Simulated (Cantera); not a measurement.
A perfectly stirred reactor is fed with 78.7 % NO, 21.3 % N2, at 100000 Pa; it is held at 1950 K, and followed from long to short residence time.

Detailed kinetics in Cantera: GRI-Mech 3.0 (53 species, 325 reactions).

### Question
Predict: x(NO) at τ = 1.50 s; x(NO2) at τ = 1.50 s; x(N2O) at τ = 1.50 s; x(O) at τ = 1.50 s; x(O2) at τ = 1.50 s; x(NO) at τ = 11.0 ms; x(NO2) at τ = 11.0 ms; x(N2O) at τ = 11.0 ms; x(O) at τ = 11.0 ms; x(O2) at τ = 11.0 ms.

### Answer
| Quantity | Value |
|---|---|
| x(NO) at τ = 1.50 s | 0.321 |
| x(NO2) at τ = 1.50 s | 0.000637 |
| x(N2O) at τ = 1.50 s | 4.34e-5 |
| x(O) at τ = 1.50 s | 0.000222 |
| x(O2) at τ = 1.50 s | 0.232 |
| x(NO) at τ = 11.0 ms | 0.776 |
| x(NO2) at τ = 11.0 ms | 0.000394 |
| x(N2O) at τ = 11.0 ms | 0.000261 |
| x(O) at τ = 11.0 ms | 6.29e-5 |
| x(O2) at τ = 11.0 ms | 0.00549 |
